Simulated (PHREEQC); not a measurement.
A made-up water analysis in mg/kgw, 25 °C, pH 6.85, pe 10.9: Na 23.2; K 17.7; Ca 10.5; Mg 2.28; Cl 8.93; S(6) as SO4 23.6; Alkalinity as HCO3 87.9; Cu(2) 0.128; Ba 0.0368.

Valence states are taken as typed.

Computed with PHREEQC (ion-association model, wateq4f.dat).

```json
[
 {"quantity": "HCO3- (mol/kgw)", "before": "0.00143", "after": "0.00143"},
 {"quantity": "CO2 (mol/kgw)", "before": "0.000429", "after": "0.000215"},
 {"quantity": "Ca+2 (mol/kgw)", "before": "0.000251", "after": "0.000251"},
 {"quantity": "SO4-2 (mol/kgw)", "before": "0.000234", "after": "0.000234"},
 {"quantity": "Mg+2 (mol/kgw)", "before": "8.94e-5", "after": "8.94e-5"},
 {"quantity": "CO3-2 (mol/kgw)", "before": "5.62e-7", "after": "1.12e-6"},
 {"quantity": "SI of Malachite (Cu2(OH)2CO3)", "before": "-0.35", "after": "-0.05"},
 {"quantity": "SI of Tenorite (CuO)", "before": "-0.36", "after": "-0.06"}
]
```

Q: Name the change that produced these shifts.
A. pH from 6.85 to 7.15 at the same alkalinity
B. all concentrations times 4 at the same typed pH
C. temperature from 25 to 80 °C at the same typed pH

A: A, pH from 6.85 to 7.15 at the same alkalinity

Precipitation was switched off in this run. The database's constant for dissolved Cu(OH)2 is higher than later reviews accept.
